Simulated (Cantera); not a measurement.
## Equilibrium for silicon etching in halogen gases: Si + HBr + N2

A closed system holds: 1 mol Si, 7.8 mol HBr, 5.9 mol N2, at 1.40 Pa.

Method: chemical equilibrium by Gibbs-energy minimisation in Cantera with the NASA 1993 tables (ideal gas, pure condensed phases). Candidate condensed phases: Br2, Si, Si3N4; 28 gas species. N2 is the only nitrogen source here; it is nearly inert below about 1500 K, so the nitride shown seldom forms there in practice. The tables' values for SiBr, SiBr3 are old estimates; treat these amounts as uncertain. The numbers say what is thermodynamically allowed, not how fast it happens.

From 900 K to 1100 K the condensed part is Si3N4(s). From 1200 K to 1600 K nothing is condensed. The main Si-bearing gas is SiBr4 at 900 K and SiBr2 at 1600 K.

```json
[
 {"T (K)": "900", "x HBr": "0.498", "x N2": "0.422", "x Br": "0.000294", "x H2": "0.0525", "x SiBr2": "2.71e-5", "x SiBr4": "0.0262", "n Si3N4(s)": "0.220"},
 {"T (K)": "1000", "x HBr": "0.499", "x N2": "0.421", "x Br": "0.00226", "x H2": "0.0514", "x SiBr2": "0.00103", "x SiBr4": "0.0244", "n Si3N4(s)": "0.222"},
 {"T (K)": "1100", "x HBr": "0.479", "x N2": "0.420", "x Br": "0.0110", "x H2": "0.0562", "x SiBr2": "0.0167", "x SiBr4": "0.0159", "n Si3N4(s)": "0.184"},
 {"T (K)": "1200", "x HBr": "0.385", "x N2": "0.426", "x Br": "0.0281", "x H2": "0.0891", "x SiBr2": "0.0686", "x SiBr4": "0.00213", "n Si3N4(s)": "0"},
 {"T (K)": "1300", "x HBr": "0.335", "x N2": "0.415", "x Br": "0.0727", "x H2": "0.107", "x SiBr2": "0.0697", "x SiBr4": "0.000163", "n Si3N4(s)": "0"},
 {"T (K)": "1400", "x HBr": "0.258", "x N2": "0.401", "x Br": "0.137", "x H2": "0.136", "x SiBr2": "0.0677", "x SiBr4": "1.21e-5", "n Si3N4(s)": "0"},
 {"T (K)": "1500", "x HBr": "0.176", "x N2": "0.386", "x Br": "0.204", "x H2": "0.166", "x SiBr2": "0.0648", "x SiBr4": "9.30e-7", "n Si3N4(s)": "0"},
 {"T (K)": "1600", "x HBr": "0.111", "x N2": "0.371", "x Br": "0.262", "x H2": "0.187", "x SiBr2": "0.0579", "x SiBr4": "7.48e-8", "n Si3N4(s)": "0"}
]
```
x: gas mole fraction; n: condensed amount in mol.
